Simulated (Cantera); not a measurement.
A closed system holds: 1 mol TEOS, 0.63 mol O₃, 21 mol N₂, at 0.00133 bar.

Cantera equilibrium calculation (NASA polynomials, part measured and part estimated; ideal gas, pure solids and liquids). Candidate condensed phases: C, C₆H₆, C₇H₈, C₈H₁₈, H₂O, Si, SiC, SiO₂, Si₂N₂O, Si₃N₄; 151 gas species. The feed counts by its element totals alone. Equilibrium is a limit: real reactors are often held back by kinetics, nucleation or transport.

Task: At 1650 K, list the 4 most abundant gas species with their mole fractions, and the condensed phases.

Result: N₂ 0.568, H₂ 0.270, CO 0.159, H 0.00129. Condensed: C(graphite) + SiC(s).
